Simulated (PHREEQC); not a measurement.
0.2 mol of Cerargyrite (AgCl) is brought to equilibrium with 1 kg of water, with rising amounts of Cu(NO3)2, at 20 °C. Oxygen alone is held at its pressure in air (log pO2 = -0.68). No CO2 enters from the air. The run lets Cerargyrite, Cu(OH)2, Atacamite, Cu2(OH)3NO3, Ag2O precipitate or redissolve, and no other solid.

The numbers come from PHREEQC with the ion-association model, wateq4f.dat.

```tsv
Cu(NO3)2 added (mol)	pH	dissolved Ag (mol/kgw)	dissolved Cl (mol/kgw)	CuCl+ (mol/kgw)
0	7.08	1.09e-5	1.09e-5	0
0.00833	4.85	1.27e-5	1.27e-5	1.23e-7
0.0167	4.69	1.34e-5	1.34e-5	2.19e-7
0.025	4.60	1.39e-5	1.39e-5	3.04e-7
0.0333	4.53	1.43e-5	1.43e-5	3.83e-7
0.0417	4.48	1.46e-5	1.46e-5	4.58e-7
0.05	…	1.49e-5	1.49e-5	5.29e-7
0.0583	4.40	1.51e-5	1.51e-5	5.96e-7
0.0667	…	1.54e-5	1.54e-5	…
0.075	4.35	1.56e-5	1.56e-5	7.26e-7
0.0833	…	1.57e-5	1.57e-5	…
0.0917	4.30	1.59e-5	1.59e-5	8.48e-7
0.1	4.29	1.60e-5	1.60e-5	9.07e-7
```

Q: What belongs in the gaps?

A: 
- 0.05, pH: 4.44
- 0.0667, pH: 4.37
- 0.0667, CuCl+ (mol/kgw): 6.63e-7
- 0.0833, pH: 4.33
- 0.0833, CuCl+ (mol/kgw): 7.87e-7

Species that the database lacks are ignored.
